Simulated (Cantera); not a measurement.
Feed: 1 mol CH₃Cl, 2.8 mol F₂, equilibrated at 3.45 Torr.

Cantera equilibrium calculation (NASA polynomials, part measured and part estimated; ideal gas, pure solids and liquids). Candidate condensed phases: C, C₆H₆, C₇H₈, C₈H₁₈; 118 gas species. Equilibrium is a limit: real reactors are often held back by kinetics, nucleation or transport.

Problem. At 2900 K, list the 7 most abundant gas species with their mole fractions, and the condensed phases.

Solution. HF 0.417, F 0.352, Cl 0.144, CF 0.0329, C₃ 0.0225, H 0.0174, CF₂ 0.00575. Condensed: C(graphite).
